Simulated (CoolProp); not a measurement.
Octamethylcyclotetrasiloxane (D4) at several states: Z from the reference equation and from simpler models built on Tc = 313.4 °C, pc = 1.347 MPa, ω = 0.598; each cubic takes its own stable root.

Model: reference Helmholtz-energy equation of state, Thol 2015, in CoolProp.

```csv
T (°C),p (MPa),phase,reference,van der Waals,Peng-Robinson
114.25,0.0161,liquid,0.001753,(withheld),0.001716
280.15,0.0951,gas,0.9683,0.9754,0.9664
177.25,0.111,liquid,0.01152,(withheld),0.01124
320.45,4.18,supercritical,(withheld),0.6070,(withheld)
```

Q: Complete the blanks.

A: 
- 114.25, van der Waals: 0.9906
- 177.25, van der Waals: 0.9524
- 320.45, reference: 0.4395
- 320.45, Peng-Robinson: 0.4427

At some of these states van der Waals gives the other phase, because its saturation line lies elsewhere.
